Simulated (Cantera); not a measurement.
A freely propagating, adiabatic, planar premixed flame of 58.1 % H2, 11.6 % O2, 30.2 % N2, equivalence ratio 2.5, unburnt at 700 K and 0.987 atm; mixture-averaged transport, grid criteria slope 0.08 and curve 0.16, no radiation.

Detailed kinetics in Cantera: the H2/O2 subset of GRI-Mech 3.0, which has no nitrogen chemistry. Burning velocities carry a grid error of a few per cent, more on coarse grids.

x: mole fraction of selected species; z is measured from the peak of heat release.

```json
[
 {"z (mm)": "-1.42", "T (K)": "700", "u (m/s)": "13.6", "x H2": "0.581", "x O2": "0.116", "x H2O": "<1e-8", "x H2O2": "<1e-8", "x HO2": "<1e-8", "x O": "<1e-8"},
 {"z (mm)": "-0.949", "T (K)": "700", "u (m/s)": "13.6", "x H2": "0.581", "x O2": "0.116", "x H2O": "<1e-8", "x H2O2": "<1e-8", "x HO2": "<1e-8", "x O": "<1e-8"},
 {"z (mm)": "-0.712", "T (K)": "700", "u (m/s)": "13.6", "x H2": "0.581", "x O2": "0.116", "x H2O": "<1e-8", "x H2O2": "<1e-8", "x HO2": "2.58e-8", "x O": "<1e-8"},
 {"z (mm)": "-0.474", "T (K)": "700", "u (m/s)": "13.6", "x H2": "0.581", "x O2": "0.116", "x H2O": "2.20e-7", "x H2O2": "<1e-8", "x HO2": "2.07e-6", "x O": "1.11e-8"},
 {"z (mm)": "-0.237", "T (K)": "720", "u (m/s)": "14.0", "x H2": "0.578", "x O2": "0.116", "x H2O": "0.00109", "x H2O2": "1.41e-6", "x HO2": "0.000191", "x O": "1.73e-5"},
 {"z (mm)": "-0.119", "T (K)": "___", "u (m/s)": "17.0", "x H2": "0.548", "x O2": "0.111", "x H2O": "___", "x H2O2": "___", "x HO2": "___", "x O": "___"},
 {"z (mm)": "0", "T (K)": "1284", "u (m/s)": "23.8", "x H2": "0.429", "x O2": "0.0672", "x H2O": "0.110", "x H2O2": "1.42e-6", "x HO2": "6.16e-5", "x O": "0.00352"},
 {"z (mm)": "0.119", "T (K)": "1552", "u (m/s)": "28.6", "x H2": "0.333", "x O2": "___", "x H2O": "___", "x H2O2": "___", "x HO2": "___", "x O": "___"},
 {"z (mm)": "0.237", "T (K)": "1663", "u (m/s)": "30.4", "x H2": "0.319", "x O2": "0.00202", "x H2O": "0.238", "x H2O2": "4.06e-7", "x HO2": "1.78e-6", "x O": "0.00143"},
 {"z (mm)": "0.474", "T (K)": "1777", "u (m/s)": "32.3", "x H2": "0.326", "x O2": "0.000415", "x H2O": "0.243", "x H2O2": "2.78e-7", "x HO2": "3.80e-7", "x O": "0.00112"},
 {"z (mm)": "0.949", "T (K)": "1901", "u (m/s)": "34.2", "x H2": "0.339", "x O2": "0.000285", "x H2O": "0.246", "x H2O2": "1.70e-7", "x HO2": "2.63e-7", "x O": "0.000897"},
 {"z (mm)": "1.90", "T (K)": "2030", "u (m/s)": "36.1", "x H2": "0.351", "x O2": "0.000190", "x H2O": "0.249", "x H2O2": "9.33e-8", "x HO2": "1.83e-7", "x O": "0.000620"},
 {"z (mm)": "3.80", "T (K)": "2147", "u (m/s)": "37.9", "x H2": "0.363", "x O2": "0.000109", "x H2O": "0.252", "x H2O2": "4.91e-8", "x HO2": "1.16e-7", "x O": "0.000367"}
]
```

Task: Fill in the missing entries.

Result: 
- -0.119, T (K): 892
- -0.119, x H2O: 0.0173
- -0.119, x H2O2: 2.88e-6
- -0.119, x HO2: 0.000138
- -0.119, x O: 0.000406
- 0.119, x O2: 0.0134
- 0.119, x H2O: 0.214
- 0.119, x H2O2: 6.64e-7
- 0.119, x HO2: 1.23e-5
- 0.119, x O: 0.00272
